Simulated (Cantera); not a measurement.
A closed system holds: 1 mol Si₃N₄, 4 mol CO₂, 1.3 mol N₂, at 13.0 mbar.

Equilibrium computed with Cantera from the NASA thermochemical tables; the gas is ideal and each condensed phase is pure. Candidate condensed phases: C, Si, SiC, SiO₂, Si₂N₂O, Si₃N₄; 34 gas species. Mutual solubility and eutectic melting of coexisting phases are not modelled. The tables hold silica as quartz up to 1696 K and as liquid above; real silica turns to tridymite and cristobalite and melts near 1996 K. Kinetics and transport are ignored.

Question: What share of the Si ends up in condensed phases as a function of T (°C), at 977, 1077, 1177, 1277, 1377, 1477, 1577, 1677, 1777, 1877?

Answer: 
```csv
T (°C),Si condensed (%),as
977,100.0,SiO₂(β-quartz) + Si₂N₂O(s)
1077,100.0,SiO₂(β-quartz) + Si₂N₂O(s)
1177,99.9,SiO₂(β-quartz) + Si₂N₂O(s)
1277,99.2,SiO₂(β-quartz) + Si₂N₂O(s)
1377,91.1,SiO₂(β-quartz) + Si₂N₂O(s)
1477,33.3,SiO₂(condensed)
1577,33.3,SiO₂(condensed)
1677,33.0,SiO₂(condensed)
1777,31.8,SiO₂(l)
1877,27.9,SiO₂(l)
```
